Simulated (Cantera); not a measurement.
Equilibrium for hydrogen reduction and annealing atmospheres: PbS + H2

A closed system holds: 1 mol PbS, 84 mol H2, at 78.0 Pa.

These are equilibrium values from Cantera (NASA tables, ideal gas, pure condensed phases), not measurements of a reactor. Candidate condensed phases: Pb, PbS, S; 10 gas species. Gases not in the tables: S3 to S7. Kinetics and transport are ignored.

```
T (K)  log p H2  log p H  log p Pb  log p PbS  log p H2S  log p S2  log p S  n Pb(l)  n PbS(s)
-----  --------  -------  --------  ---------  ---------  --------  -------  -------  --------
798       -3.11   -13.13     -7.24      -6.98      -5.86    -12.13     <-15    0.144     0.839
898       -3.11   -11.52     -5.89      -5.36      -5.31     -9.73   -14.31    0.387  0.000549
998       -3.12   -10.22     -5.44      -5.26      -5.44     -8.93   -12.65        0         0
1098      -3.12    -9.16     -5.37      -5.31      -5.37     -7.94   -11.12        0         0
1198      -3.12    -8.28     -5.31      -5.37      -5.33     -7.13    -9.86        0         0
1298      -3.12    -7.53     -5.26      -5.44      -5.32     -6.51    -8.82        0         0
1398      -3.12    -6.88     -5.20      -5.54      -5.37     -6.08    -7.98        0         0
1498      -3.12    -6.32     -5.15      -5.68      -5.46     -5.82    -7.31        0         0
1598      -3.12    -5.83     -5.11      -5.86      -5.59     -5.69    -6.77        0         0
1698      -3.12    -5.40     -5.08      -6.06      -5.75     -5.64    -6.33        0         0
1798      -3.12    -5.01     -5.07      -6.27      -5.91     -5.65    -5.96        0         0
1898      -3.13    -4.67     -5.06      -6.51      -6.10     -5.74    -5.67        0         0
```
log p: log10 of the partial pressure in bar; n: condensed amount in mol.

From 798 K to 898 K the condensed part is Pb(l) + PbS(s). From 998 K to 1898 K nothing is condensed. The main Pb-bearing gas is PbS at 798 K and Pb at 1898 K.
